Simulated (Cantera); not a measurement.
Charge: 1 mol HCl, 0.09 mol H₂O, equilibrated at 79.0 Pa.

These are equilibrium values from Cantera (NASA tables, ideal gas, pure condensed phases), not measurements of a reactor. Candidate condensed phases: H₂O; 14 gas species. The numbers say what is thermodynamically allowed, not how fast it happens. All values below are at 2748 K.

Base state: H 0.444, Cl 0.432, HCl 0.0474, O 0.0365, H₂ 0.0338, OH 0.00438, H₂O 0.00124, O₂ 0.000540 (mole fractions); condensed: gas only.

Task: What changes in the equilibrium state with this change: HCl replaced by SF₆?

Result: 
```tsv
species	before	after
F	0	0.825
S	0	0.135
HF	0	0.0249
H	0.444	0.000661
Cl	0.432	0
HCl	0.0474	0
H₂	0.0338	7.49e-8
O	0.0365	0.00835
SO	0	0.00430
H₂O	0.00124	<1e-9
```
Further candidate phases: H₂SO₄, S.
